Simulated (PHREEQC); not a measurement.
# Brine: speciation

Make-up at 25 °C: 1.2 mol/kgw H2SO4 and 0.2 mol/kgw CaCl2. Closed to the air; pH follows from the charge balance.

Equilibrium calculation in PHREEQC: ion-association model, wateq4f.dat.

The pH is 0.03 and the ionic strength comes out as 1.63 mol/kgw. The activity of water comes out as 0.950 and the total alkalinity is -2400 meq/kg.

```tsv
species	molality	activity	log γ
H+	1.27	0.926	-0.136
HSO4-	1.01	0.599	-0.225
Cl-	0.400	0.231	-0.239
CaHSO4+	0.126	0.115	-0.037
Ca+2	0.0598	0.0160	-0.572
SO4-2	0.0535	0.00665	-0.906
CaSO4	0.0146	0.0213	0.163
```

This is a speciation only: nothing precipitates in the calculation. Saturation is exceeded, for instance for Gypsum; the values hold only as long as no solid forms. Ionic strength above about 0.7 mol/kgw puts this run outside the model's range. Species that the database lacks are ignored.
